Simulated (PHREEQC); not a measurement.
# Spent oxide etchant: speciation

Dissolve 0.00048 mol/kgw HF, 0.00012 mol/kgw (NH4)2SiF6, 0.00033 mol/kgw HBF4 and 2.5e-06 mol/kgw H2SO4 at 20 °C. Closed to the air; pH follows from the charge balance.

Model: ion-association model, wateq4f.dat, run in PHREEQC.

This is a speciation only: nothing precipitates in the calculation.

Q: What pH does the model give?

A: pH 3.07.

Q: In which forms is Si present?

A: H4SiO4 53 %, SiF6-2 47 % of the Si.

SiF6-2 is the database's only silicon fluoride. Real BF4- forms and hydrolyses slowly; the run takes it at equilibrium.
